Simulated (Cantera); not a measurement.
Ignition delay

Mixture: 5.28 % CH4, 14.5 % O2, 54.4 % N2, 25.9 % H2O, equivalence ratio 0.73, at 5.00 bar, adiabatic and at constant pressure. Ignition delay is the time to a rise of 400 K.

Detailed kinetics in Cantera: GRI-Mech 3.0 (53 species, 325 reactions).

```tsv
T0 (K)	delay (ms)
1300	3.65
1350	2.17
1400	1.30
1450	0.786
1500	0.476
1550	0.291
1600	0.180
```

- apparent activation energy between 1500 and 1600 K: 190 kJ/mol
